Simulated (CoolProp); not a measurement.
Properties of propylene at several states (Tc = 364.2 K, pc = 45.55 bar, ω = 0.146).

The numbers come from the reference Helmholtz-energy equation of state, Lemmon 2013 in CoolProp.

```
T (K)  p (bar)   phase         Z  cp (kJ/(kg K))  speed of sound (m/s)  Joule-Thomson coefficient (K/MPa)  isothermal compressibility (1/MPa)
-----  -------  ------  --------  --------------  --------------------  ---------------------------------  ----------------------------------
421.8    0.147     gas    0.9993           1.991                 304.0                              6.425                               68.07
402       16.7     gas    0.9030           2.061                 275.1                              7.956                              0.6666
162.7    0.363  liquid  0.001652           2.064                  1590                            -0.5194                           0.0008901
372.5     1.84     gas    0.9870           1.825                 284.5                              9.054                               5.507
243.5     13.4  liquid   0.04730           2.257                  1079                            -0.3485                            0.002350
```
